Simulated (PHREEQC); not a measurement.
A PHREEQC input (ion-association model, phreeqc.dat):

```
SOLUTION 1
  temp 20
  units percent
  pH 6.73
  pe 2.6
  Na 187
  K 57.6
  Ca 141
  Mg 16.8
  Cl 286
  S(6) 113 as SO4
  Alkalinity 448 as HCO3
  B 1.32
END
USE solution 1
EQUILIBRIUM_PHASES 1
  CO2(g) -2.5 10
END
```

It stops with these messages:

```
ERROR: Calculations terminating due to input errors.
```

The fault: a unit that the program doesn't know. The line should read `units mg/kgw` where the input has `units percent`. With the mend the run ends at pH 8.06 and ionic strength 0.0218 mol/kgw.
